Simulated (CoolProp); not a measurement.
Vapour-liquid equilibrium of methanol (1) + ethanol (2) at 85.8 kPa; x and y are mole fractions of (1).

Values from CoolProp's multi-fluid Helmholtz-energy mixture model, de Reuck 1993 and Schroeder 2014; pair parameters Bell 2016.

Question: Give the bubble temperature and the first vapour's composition at x = 0.5, 0.8, 0.95. Is there an azeotrope?

Answer: x = 0.5: 339.9 K, y = 0.627; x = 0.8: 336.0 K, y = 0.876; x = 0.95: 334.1 K, y = 0.972. No azeotrope shows between x = 0.05 and 0.95.

Pair parameters are fitted to limited data, so mixtures are less certain than the pure fluids.
